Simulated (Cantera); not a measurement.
Hydrocarbon pyrolysis for carbon deposition

An isothermal, constant-pressure homogeneous reactor starts with 1.09 % C₃H₈, 98.9 % H₂, at 1375 K and 13300 Pa.

Detailed kinetics in Cantera: GRI-Mech 3.0 (53 species, 325 reactions). GRI-Mech 3.0 was tuned for natural gas; its chemistry of propane as a main component is partial and can be far from experiment. GRI-Mech 3.0 stops at C3 and has no aromatics, soot or wall deposition, so with more carbon than oxygen in the feed, carbon stays in small species such as C2H2 where larger ones or solid carbon would form.

```tsv
t (s)	x C₃H₈	x H₂	x CH₂	x C₂H	x CH₄
4.00e-6	0.0109	0.989	1.35e-12	<1e-12	1.19e-6
1.26e-5	0.0108	0.989	5.85e-11	<1e-12	1.14e-5
4.00e-5	0.0107	0.989	1.84e-9	<1e-12	0.000127
0.000126	0.00934	0.987	2.56e-8	<1e-12	0.00132
0.000400	0.00314	0.981	7.46e-8	5.19e-11	0.00763
0.00126	5.42e-5	0.978	1.31e-8	2.67e-10	0.0113
0.00400	2.58e-7	0.978	1.50e-9	1.80e-10	0.0116
0.0126	7.70e-9	0.978	2.21e-10	9.90e-11	0.0116
0.0400	3.00e-9	0.978	7.86e-11	8.07e-11	0.0117
0.126	1.54e-9	0.978	5.60e-11	9.76e-11	0.0118
0.400	5.65e-10	0.978	3.69e-11	1.01e-10	0.0119
1.26	3.90e-10	0.978	3.17e-11	9.58e-11	0.0121
4.00	3.86e-10	0.978	3.19e-11	9.09e-11	0.0128
12.6	3.75e-10	0.977	3.22e-11	7.83e-11	0.0145
40.0	3.30e-10	0.975	3.25e-11	5.51e-11	0.0184
```
x: mole fraction; the columns are a selection and need not sum to one.

Equilibrium at this temperature and pressure: C₃H₈ 1.95e-10, H₂ 0.971, CH₂ 3.26e-11, C₂H 2.29e-11, CH₄ 0.0256 (gas phase only).
